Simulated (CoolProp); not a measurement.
Properties of nitrogen along the isobar 40.3 bar (Tc = -147.0 °C, pc = 33.96 bar, ω = 0.037).

Values from CoolProp's reference Helmholtz-energy equation of state, Span 2000.

| T (°C) | phase | Z | cp (kJ/(kg K)) | speed of sound (m/s) | Joule-Thomson coefficient (K/MPa) | viscosity (µPa s) | Prandtl number |
|---|---|---|---|---|---|---|---|
| -173.45 | liquid | 0.1920 | 2.164 | 662.6 | -0.1533 | 83.3 | 1.69 |
| -159.45 | liquid | 0.1924 | 2.551 | 498.3 | 0.2516 | 55.8 | 1.77 |
| -145.55 | supercritical | 0.2398 | 6.772 | 251.5 | 2.547 | 28.9 | 3.74 |
| -131.55 | supercritical | 0.6559 | 2.444 | 211.9 | 7.398 | 12.6 | 1.38 |
| -117.65 | supercritical | 0.7742 | 1.692 | 235.6 | 6.383 | 12.5 | 1.04 |
| -103.65 | supercritical | 0.8410 | 1.450 | 254.1 | 5.482 | 12.9 | 0.925 |
| -89.65 | supercritical | 0.8843 | 1.332 | 269.8 | 4.753 | 13.4 | 0.865 |
| -75.75 | supercritical | 0.9144 | 1.262 | 283.6 | 4.164 | 14.0 | 0.829 |
| -61.75 | supercritical | 0.9365 | 1.216 | 296.3 | 3.672 | 14.6 | 0.804 |
| -47.85 | supercritical | 0.9530 | 1.184 | 308.0 | 3.261 | 15.2 | 0.787 |
| -33.85 | supercritical | 0.9657 | 1.160 | 319.0 | 2.907 | 15.9 | 0.773 |
| -19.95 | supercritical | 0.9756 | 1.142 | 329.4 | 2.603 | 16.5 | 0.763 |
| -5.95 | supercritical | 0.9835 | 1.128 | 339.3 | 2.336 | 17.1 | 0.754 |

The peak of cp marks the crossing from liquid-like to gas-like fluid above the critical point.

Viscosity comes from a separate model (Lemmon 2004). Thermal conductivity comes from a separate model (Lemmon 2004).
